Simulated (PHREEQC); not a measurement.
PHREEQC input (ion-association model, wateq4f.dat):

```
SOLUTION_MASTER_SPECIES
  An  An-  0  An  62.0  # stands for a non-complexing anion
SOLUTION_SPECIES
  An- = An-
    -log_k 0
    -gamma 3.0 0
PHASES
  Fix_H+
    H+ = H+
    -log_k 0
SOLUTION 1
  temp 25
  units mmol/kgw
  pH 7 charge
  F 0.0013
  Na 300.004
  Se(6) 0.0015
  An 300
END
SELECTED_OUTPUT 1
  -reset false
  -pH true
  -pe true
  -ionic_strength true
  -water true
  -totals F Na Se Se(-2) Se(4) Se(6)
  -molalities Hfo_wOH Hfo_wOH2+ Hfo_wO- Hfo_sOH Hfo_sOH2+ Hfo_sO- Hfo_wSeO4- Hfo_wOHSeO4-2 Hfo_wF Hfo_wOHF-
USER_PUNCH 1
  -headings sigma psi
  10 PUNCH EDL("sigma", "Hfo"), EDL("psi", "Hfo")
PRINT
  -reset false
USE solution 1
SURFACE 1
  Hfo_wOH 6.74157e-05 600 0.03
  Hfo_sOH 1.68539e-06
EQUILIBRIUM_PHASES 1
  Fix_H+ -3 HAn 10
    -force_equality true
  O2(g) -0.68 10
END
# ... the last block is repeated for the other 12 points of pH, with NaOH or the acid as the point needs
```

Selected output (columns that matter, 13 of 13 rows; pH added in front):

```
pH	mu	F	Na	Se	m_Hfo_wOH	m_Hfo_wOH2+	m_Hfo_wO-	m_Hfo_sOH	m_Hfo_sOH2+	m_Hfo_sO-	m_Hfo_wSeO4-	m_Hfo_wOHSeO4-2	sigma	psi
3	0.30132	1.211e-06	0.3	8.074e-07	4.314e-07	6.6203e-05	6.44e-11	1.0911e-08	1.6745e-06	1.6289e-12	6.8251e-07	1.0084e-08	0.3601	0.12446
3.5	0.30044	1.1754e-06	0.3	8.1544e-07	1.3122e-06	6.5294e-05	6.0411e-10	3.3203e-08	1.6522e-06	1.5286e-11	6.5473e-07	2.9835e-08	0.35503	0.12382
4	0.30016	1.163e-06	0.3	8.5227e-07	3.7141e-06	6.2912e-05	5.0231e-09	9.3946e-08	1.5913e-06	1.2706e-10	5.7126e-07	7.6471e-08	0.34181	0.12193
4.5	0.30007	1.172e-06	0.3	9.4399e-07	9.046e-06	5.7653e-05	3.2516e-08	2.2847e-07	1.4561e-06	8.2122e-10	4.101e-07	1.4591e-07	0.3128	0.11746
5	0.30004	1.1968e-06	0.3	1.1067e-06	1.77e-05	4.9073e-05	1.4626e-07	4.4579e-07	1.2359e-06	3.6836e-09	2.1635e-07	1.7695e-07	0.26563	0.10927
5.5	0.30003	1.2283e-06	0.3	1.2923e-06	2.7851e-05	3.8828e-05	4.5766e-07	6.9917e-07	9.7473e-07	1.1489e-08	7.9064e-08	1.286e-07	0.20885	0.097353
6	0.30002	1.2566e-06	0.3	1.4206e-06	3.7049e-05	2.9166e-05	1.0781e-06	9.279e-07	7.3048e-07	2.7002e-08	2.0474e-08	5.8971e-08	0.15345	0.082457
6.5	0.30002	1.2767e-06	0.3	1.4768e-06	4.3959e-05	2.1335e-05	2.075e-06	1.0997e-06	5.3374e-07	5.191e-08	4.0965e-09	1.9139e-08	0.10551	0.065306
7	0.30001	1.2886e-06	0.3	1.4944e-06	4.8415e-05	1.5525e-05	3.4587e-06	1.2107e-06	3.8823e-07	8.6489e-08	6.91e-10	4.886e-09	0.066198	0.046374
7.5	0.30001	1.2948e-06	0.3	1.4988e-06	5.0827e-05	1.1383e-05	5.1989e-06	1.2708e-06	2.8461e-07	1.2998e-07	1.0417e-10	1.0547e-09	0.033947	0.026018
8	0.30001	1.2978e-06	0.3	1.4998e-06	5.172e-05	8.3874e-06	7.3061e-06	1.293e-06	2.0969e-07	1.8266e-07	1.4649e-11	2.0482e-10	0.0059289	0.0047341
8.5	0.30001	1.2991e-06	0.30001	1.5e-06	5.1384e-05	6.0774e-06	9.9529e-06	1.2846e-06	1.5194e-07	2.4883e-07	1.9958e-12	3.8263e-11	-0.0213	-0.016734
9	0.30002	1.2996e-06	0.30003	1.5e-06	4.9707e-05	4.1856e-06	1.3523e-05	1.2427e-06	1.0464e-07	3.3808e-07	2.7118e-13	7.3023e-12	-0.05131	-0.037584
```

Complexes and solids missing from the database can't appear. The oxide is taken as insoluble; below pH 4 it would dissolve.
